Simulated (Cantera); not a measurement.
A perfectly stirred reactor is fed with 3.99 % C₃H₈, 20.2 % O₂, 75.8 % N₂, equivalence ratio 0.99, at 2.70 bar; it is adiabatic with a 473 K inlet, and is followed from long to short residence time, starting on the burning branch (τ in s: 0.4, 0.16, 0.061, 0.024, 0.0093, 0.0036, 0.0014, 0.00055, 0.00021, 8.3e-05).

Cantera simulation using GRI-Mech 3.0 (53 species, 325 reactions); the numbers are that mechanism's predictions, not measurements. GRI-Mech 3.0 was tuned for natural gas; its chemistry of propane as a main component is partial and can be far from experiment.

x: mole fraction; the columns are a selection and need not sum to one.

```
τ (s)    T (K)   x C₃H₈     x O₂  x NO    x C₂H    x N₂O
-------  -----  -------  -------  ----  -------  -------
0.40      2370  1.56e-8  0.00754     …  1.21e-9  2.91e-7
0.16      2368  3.86e-8  0.00775     …  2.96e-9  2.99e-7
0.061     2365  9.94e-8  0.00819     …  7.33e-9  3.13e-7
0.024     2357  2.44e-7  0.00895     …  1.67e-8  3.27e-7
0.0093    2339  5.89e-7   0.0102     …  3.52e-8  3.39e-7
0.0036    2307  1.37e-6   0.0121     …  6.66e-8  3.43e-7
0.0014    2260  3.02e-6   0.0146     …  1.13e-7  3.37e-7
0.00055   2200  6.49e-6   0.0175     …  1.79e-7  3.23e-7
0.00021   2127  1.46e-5   0.0212     …  2.83e-7  3.02e-7
8.3e-5    2046  3.46e-5   0.0258     …  4.62e-7  2.79e-7
```

Question: Fill in the missing entries.

Answer: 
- 0.40, x NO: 0.00302
- 0.16, x NO: 0.00275
- 0.061, x NO: 0.00226
- 0.024, x NO: 0.00168
- 0.0093, x NO: 0.00115
- 0.0036, x NO: 0.000742
- 0.0014, x NO: 0.000465
- 0.00055, x NO: 0.000288
- 0.00021, x NO: 0.000176
- 8.3e-5, x NO: 0.000106
